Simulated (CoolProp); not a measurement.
Vapour-liquid equilibrium of propane (1) + R227EA (2) at 1.44 MPa; x and y are mole fractions of (1).

The numbers come from the multi-fluid Helmholtz-energy mixture model, Lemmon 2009 and Lemmon 2016; pair parameters Bell 2016 in CoolProp.

```csv
x,"bubble temperature, mixture model (°C)","bubble temperature, Raoult's law (°C)","y, mixture model","y, Raoult's law"
0.05,63.8,67.0,0.114,0.085
0.2,52.5,62.4,0.374,0.309
0.35,45.8,58.0,0.528,0.494
0.5,42.0,54.0,0.627,0.648
0.65,40.0,50.2,0.707,0.776
0.8,39.4,46.6,0.796,0.883
0.95,40.8,43.3,0.932,0.973
```

The largest gap from Raoult's law is -12.2 K in bubble temperature, at x = 0.35. y crosses x between x = 0.65 and 0.8: the model has an azeotrope there.

Pair parameters are fitted to limited data, so mixtures are less certain than the pure fluids.
